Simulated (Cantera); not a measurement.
Standard-state values (1 bar) from the NASA 1993 polynomials, evaluated with Cantera. Values are per mole of reaction as written; species without (g) are pure solids or liquids, kept so even where they would boil at 1 bar.

Q: Between 1375 and 2275 K, where is each reaction favourable under standard conditions?
- H2(g) + FeCl2(g) ⇌ 2 HCl(g) + Fe
- Fe2Cl6(g) + 2 NH3(g) ⇌ 2 Fe + N2(g) + 6 HCl(g)

A: 
- H2(g) + FeCl2(g) ⇌ 2 HCl(g) + Fe: ΔG° is -6 kJ at 1375 K and 6 kJ at 2275 K; it changes sign between 1675 and 1775 K. ΔH° is -8 kJ and ΔS° -6 J/K at 2275 K.
- Fe2Cl6(g) + 2 NH3(g) ⇌ 2 Fe + N2(g) + 6 HCl(g): ΔG° is -427 kJ at 1375 K and -848 kJ at 2275 K; it stays negative (K > 1). ΔH° is 240 kJ and ΔS° 478 J/K at 2275 K.
